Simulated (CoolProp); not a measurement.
Vapour-liquid equilibrium of R22 (1) + R114 (2) at 304.5 K; x and y are mole fractions of (1).

Model: multi-fluid Helmholtz-energy mixture model, Kamei 1995 and Platzer 1990; pair parameters Bell 2016, in CoolProp. This equation is an older, rougher fit; its heat capacities, sound speeds and derivatives of the liquid may be far off and weren't checked against measurements.

| x | bubble pressure, mixture model (kPa) | bubble pressure, Raoult's law (kPa) | y, mixture model | y, Raoult's law |
|---|---|---|---|---|
| 0.05 | [?] | 310.3 | 0.248 | 0.199 |
| 0.125 | [?] | 383.3 | 0.444 | 0.403 |
| 0.2 | 527.3 | 456.2 | 0.556 | 0.541 |
| 0.275 | 603.4 | 529.2 | [?] | 0.641 |
| 0.35 | 672.7 | 602.1 | 0.690 | 0.717 |
| 0.425 | 737.9 | 675.1 | 0.737 | 0.777 |
| 0.5 | [?] | 748.0 | 0.778 | 0.825 |
| 0.575 | [?] | 821.0 | 0.815 | 0.865 |
| 0.65 | 925.0 | 893.9 | 0.850 | 0.898 |
| 0.725 | 988.1 | 966.9 | 0.883 | 0.926 |
| 0.8 | 1053 | 1040 | [?] | 0.950 |
| 0.875 | 1119 | 1113 | 0.948 | 0.971 |
| 0.95 | 1188 | 1186 | [?] | 0.989 |

### Question
Fill in the missing entries.

### Answer

- 0.05, bubble pressure, mixture model (kPa): 340.1
- 0.125, bubble pressure, mixture model (kPa): 441.1
- 0.275, y, mixture model: 0.632
- 0.5, bubble pressure, mixture model (kPa): 800.8
- 0.575, bubble pressure, mixture model (kPa): 862.8
- 0.8, y, mixture model: 0.916
- 0.95, y, mixture model: 0.979

The largest gap from Raoult's law is +15.6 % in bubble pressure, at x = 0.2. No azeotrope shows between x = 0.05 and 0.95.

The pair parameters rest on a limited set of measurements; away from them the model extrapolates.
